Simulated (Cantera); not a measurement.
An isothermal, constant-pressure homogeneous reactor starts with 89.3 % N2O, 10.7 % H2O, at 1523 K and 0.0800 bar.

Model: GRI-Mech 3.0 (53 species, 325 reactions), integrated in Cantera. GRI-Mech 3.0 was tuned for natural gas; its chemistry of N2O as a main component is partial and can be far from experiment. The temperature is held fixed by assumption; the heat of reaction is taken as removed at once.

One state of this run: x N2O = 0.811; x H2O = 0.104; x N2 = 0.0510; x O2 = 0.0221; x H = 8.84e-7. x: mole fraction; the columns are a selection and need not sum to one.

### Question
Which value of t (s) does it belong to?
A) 0.136
B) 2.52
C) 0.00739
D) 46.5

### Answer
C, 0.00739
